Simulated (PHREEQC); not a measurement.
A solution holds 0.047 mol/kgw HF, 0.012 mol/kgw H2SiF6 and 0.0061 mol/kgw H2SO4, at 25 °C. Closed to the air; pH follows from the charge balance.

The numbers come from PHREEQC with the ion-association model, phreeqc.dat.

Each row changes one thing in this solution. No solid was allowed to form.

```
case                                    pH  ionic strength (mol/kgw)  HF (mol/kgw)  HSO4- (mol/kgw)  SO4-2 (mol/kgw)  F- (mol/kgw)
------------------------------------  ----  ------------------------  ------------  ---------------  ---------------  ------------
as made                               1.54                    0.0483        0.0453          0.00375          0.00235       0.00129
H2SiF6 left out                       1.94                    0.0163             ?          0.00266          0.00344       0.00286
H2SO4 from 0.0061 to 0.00915 mol/kgw  1.49                    0.0532        0.0454          0.00581                ?       0.00118
HF from 0.047 to 0.47 mol/kgw         1.34                    0.0677         0.434          0.00426          0.00184             ?
diluted 10-fold with water            2.41                         ?       0.00405         0.000140         0.000470      0.000753
temperature from 25 to 5 °C           1.52                    0.0498        0.0448          0.00322          0.00288             ?
```

Q: Fill in the missing entries.

A: 
- H2SiF6 left out, HF (mol/kgw): 0.0432
- H2SO4 from 0.0061 to 0.00915 mol/kgw, SO4-2 (mol/kgw): 0.00334
- HF from 0.047 to 0.47 mol/kgw, F- (mol/kgw): 0.00822
- diluted 10-fold with water, ionic strength (mol/kgw): 0.00585
- temperature from 25 to 5 °C, F- (mol/kgw): 0.00174

Complexes and solids missing from the database can't appear. Constants without temperature data keep their 25 °C values here. SiF6-2 is the database's only silicon fluoride.
